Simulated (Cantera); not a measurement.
# Thermodynamics of chlorosilane synthesis and conversion, feed Si + HCl + H2

A closed system holds: 1 mol Si, 1.7 mol HCl, 4.1 mol H2, equilibrated at 0.133 bar.

These are equilibrium values from Cantera (NASA tables, ideal gas, pure condensed phases), not measurements of a reactor. Candidate condensed phases: Si; 19 gas species. The tables' values for SiCl3 are old estimates; treat these amounts as uncertain. Kinetics and transport are ignored.

From 598 K to 1423 K the condensed part is Si(s). The main Si-bearing gas is SiCl4 at 598 K and SiCl2 at 1423 K. The share of Si in condensed phases is highest at 1273 K (60.0 %) and lowest at 598 K (53.7 %).

| T (K) | x H2 | x HCl | x SiCl4 | x SiCl2 | x SiHCl3 | x SiCl3 | n Si(s) |
|---|---|---|---|---|---|---|---|
| 598 | 0.913 | 5.21e-5 | 0.0590 | 1.30e-9 | 0.0271 | 2.29e-7 | 0.537 |
| 673 | 0.913 | 0.000262 | 0.0595 | 4.78e-8 | 0.0262 | 2.47e-6 | 0.538 |
| 748 | 0.913 | 0.000947 | 0.0599 | 8.45e-7 | 0.0254 | 1.64e-5 | 0.540 |
| 823 | 0.912 | 0.00269 | 0.0600 | 8.75e-6 | 0.0245 | 7.65e-5 | 0.543 |
| 898 | 0.909 | 0.00638 | 0.0595 | 6.06e-5 | 0.0236 | 0.000273 | 0.549 |
| 973 | 0.904 | 0.0131 | 0.0580 | 0.000306 | 0.0224 | 0.000787 | 0.558 |
| 1048 | 0.896 | 0.0240 | 0.0548 | 0.00120 | 0.0209 | 0.00189 | 0.571 |
| 1123 | 0.884 | 0.0398 | 0.0492 | 0.00379 | 0.0187 | 0.00387 | 0.586 |
| 1198 | 0.866 | 0.0600 | 0.0406 | 0.00980 | 0.0157 | 0.00670 | 0.597 |
| 1273 | 0.845 | 0.0825 | 0.0291 | 0.0208 | 0.0119 | 0.00962 | 0.600 |
| 1348 | 0.824 | 0.103 | 0.0172 | 0.0362 | 0.00782 | 0.0111 | 0.590 |
| 1423 | 0.808 | 0.118 | 0.00822 | 0.0515 | 0.00438 | 0.0103 | 0.574 |
x: gas mole fraction; n: condensed amount in mol.
